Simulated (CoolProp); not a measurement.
Computed with CoolProp (reference Helmholtz-energy equation of state, Thol 2017).

**Question.** For octamethyltrisiloxane (MDM), give the phase and the density (kg/m³), cp (kJ/(kg K)), Joule-Thomson coefficient (K/MPa), isothermal compressibility (1/MPa) at 83.15 °C and 0.101 MPa; 97.45 °C and 0.101 MPa; 126.15 °C and 0.101 MPa.

**Answer.** 
- 83.15 °C and 0.101 MPa: liquid; density 755, cp 1.93, Joule-Thomson coefficient -0.339, isothermal compressibility 0.00303
- 97.45 °C and 0.101 MPa: liquid; density 740, cp 1.96, Joule-Thomson coefficient -0.309, isothermal compressibility 0.00351
- 126.15 °C and 0.101 MPa: liquid; density 707, cp 2.04, Joule-Thomson coefficient -0.234, isothermal compressibility 0.00488
